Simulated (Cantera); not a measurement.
Charge: 1 mol SiCl₄, 3 mol N₂, a varied amount of H₂, held at 925 °C and 0.0120 bar.

These are equilibrium values from Cantera (NASA tables, ideal gas, pure condensed phases), not measurements of a reactor. Candidate condensed phases: NH₄Cl, Si, Si₃N₄; 28 gas species. N₂ is the only nitrogen source here; it is nearly inert below about 1500 K, so the nitride shown seldom forms there in practice. The tables' values for SiCl₃ are old estimates; treat these amounts as uncertain. Rates play no part.

x: gas mole fraction; n: condensed amount in mol.

```
n(H₂) (mol)   x H₂   x HCl    x N₂   x SiCl₄   x SiCl₃   x SiCl₂  x SiHCl₃  n Si₃N₄(s)
-----------  -----  ------  ------  --------  --------  --------  --------  ----------
4.9          0.346   0.374   0.264    0.0143  0.000797  0.000394  0.000355       0.285
6.6          0.436   0.337   0.219   0.00672  0.000468  0.000288  0.000234       0.305
8.8              ?       ?       ?         ?  0.000261         ?         ?       0.318
12               ?       ?       ?         ?  0.000133         ?         ?       0.325
16           0.690   0.194   0.115  0.000456   6.93e-5   9.30e-5   4.36e-5       0.329
21           0.751   0.157  0.0923  0.000189   3.71e-5   6.45e-5   2.44e-5       0.331
29           0.810   0.120  0.0701   6.59e-5   1.76e-5   4.17e-5   1.20e-5       0.332
39           0.854  0.0921  0.0539   2.49e-5   8.88e-6   2.80e-5   6.21e-6       0.332
52           0.888  0.0709  0.0414   9.64e-6   4.55e-6   1.90e-5   3.25e-6       0.333
```

Complete the blanks.


- 12, x H₂: 0.615
- 12, x HCl: 0.240
- 12, x N₂: 0.144
- 12, x SiCl₄: 0.00114
- 12, x SiCl₂: 0.000137
- 12, x SiHCl₃: 7.88e-5
- 8.8, x H₂: 0.525
- 8.8, x HCl: 0.291
- 8.8, x N₂: 0.180
- 8.8, x SiCl₄: 0.00295
- 8.8, x SiCl₂: 0.000204
- 8.8, x SiHCl₃: 0.000143
